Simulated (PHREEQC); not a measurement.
Model water analysis in mg/kgw, 90 °C, pH 5.97, pe 11.1:

```
constituent                mg/kgw
-----------------------  --------
Na                         0.0374
K                           0.241
Ca                         0.0454
Mg                         0.0633
Cl                          0.213
S(6) as SO4                 0.293
Alkalinity as HCO3          0.177
Si as SiO2                0.00314
Li                       0.000173
O(0) (dissolved oxygen)  0.000357
```

Valence states are taken as typed.

Model: ion-association model, phreeqc.dat, run in PHREEQC.

Each row changes one thing in this solution. No solid was allowed to form.

```tsv
case	CO2 (mol/kgw)	HCO3- (mol/kgw)	MgSO4 (mol/kgw)	HSO4- (mol/kgw)	MgOH+ (mol/kgw)	CaSO4 (mol/kgw)	SI of Quartz (SiO2)
as made	9.18e-6	3.61e-6	6.95e-9	1.70e-9	1.07e-9	8.67e-10	-4.09
Cl from 0.213 to 0.426 mg/kgw	9.17e-6	3.61e-6	6.92e-9	1.70e-9	1.07e-9	8.65e-10	-4.09
O(0) from 0.000357 to 0.000179 mg/kgw	9.18e-6	3.61e-6	6.95e-9	1.70e-9	1.07e-9	8.67e-10	-4.09
pH from 5.97 to 6.27 at the same alkalinity	3.44e-6	2.70e-6	6.95e-9	8.53e-10	2.13e-9	8.68e-10	-4.09
all concentrations times 4 at the same typed pH	3.11e-5	1.23e-5	1.04e-7	6.62e-9	4.16e-9	1.31e-8	-3.48
```

Species that the database lacks are ignored. Away from 25 °C the constants follow the database's enthalpies or fits; those with neither stay at their 25 °C values.
